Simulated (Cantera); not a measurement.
A perfectly stirred reactor is fed with H₂ : O₂ : N₂ = 1.9 : 1 : 1.2 (molar parts), equivalence ratio 0.95, at 0.350 bar; it is held at 1250 K, and followed from long to short residence time.

Computed with Cantera and the H2/O2 subset of GRI-Mech 3.0, which has no nitrogen chemistry. The temperature is held fixed by assumption; the heat of reaction is taken as removed at once.

One state of this run: x H₂ = 0.0563; x O₂ = 0.0469; x H = 0.0286; x HO₂ = 4.12e-5; x O = 0.00433. x: mole fraction; the columns are a selection and need not sum to one.

### Question
Which value of τ (s) does it belong to?
A. 0.00046
B. 0.095
C. 1.4
D. 19

### Answer
A, 0.00046
